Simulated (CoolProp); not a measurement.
A single-stage vapour-compression cycle with the fluid: evaporating at 210.15 K (dew point), condensing at 256.15 K (bubble point), superheat 8 K, subcooling 5 K, compressor efficiency 0.75, no pressure losses. The same conditions are run with several fluids, on thermodynamics alone (safety and materials aside).

The numbers come from the reference Helmholtz-energy equation of state of each fluid (carbonyl sulfide: Lemmon 2006; R404A: Lemmon 2003; hydrogen chloride: Thol 2018; R13: Platzer 1990; R125: Lemmon 2005; C3F8 (R218): Lemmon 2006) in CoolProp. The equations of Platzer and Polt are older, rougher fits. Blends and air are pseudo-pure fits.

Rank carbonyl sulfide, R404A, hydrogen chloride, R13, R125, C3F8 (R218) by cooling COP, highest first.

R125 (2.88), carbonyl sulfide (2.86), R404A (2.84), C3F8 (R218) (2.76), R13 (2.72), hydrogen chloride (2.66)

```
fluid              pressure ratio  discharge temperature (K)  refrigerating effect (kJ/kg)  volumetric capacity (kJ/m³)
-----------------  --------------  -------------------------  ----------------------------  ---------------------------
carbonyl sulfide             7.06                      361.6                           273                          493
R404A                        8.59                      296.9                           165                          363
hydrogen chloride            5.28                      387.5                           354                         2300
R13                          5.06                      294.3                           104                         1580
R125                         8.23                      287.1                           131                          405
C3F8 (R218)                  8.84                      264.1                          79.8                          218
```
